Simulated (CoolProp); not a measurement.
Carbon dioxide at 724.49 K and 0.457 MPa flows at 0.13 m/s in a round tube of 4.6 mm bore and 15 µm roughness, fully developed (64/Re and Nu = 3.66 if laminar; Colebrook and Gnielinski if turbulent). Each further row changes one setting.

The numbers come from the reference Helmholtz-energy equation of state, Span 1996 in CoolProp.

| case | Reynolds number | Darcy friction factor | pressure drop (Pa/m) | heat-transfer coefficient (W/(m² K)) | mass flow (kg/h) |
|---|---|---|---|---|---|
| as stated | 61.6 | 1.04 | 6.37 | 40.4 | 0.0260 |
| velocity 0.26 m/s | 123 | 0.520 | 12.7 | 40.4 | 0.0519 |
| diameter 9.2 mm | 123 | 0.520 | 1.59 | 20.2 | 0.104 |

Viscosity comes from a separate model (Laesecke 2017). Thermal conductivity comes from a separate model (Huber 2016).
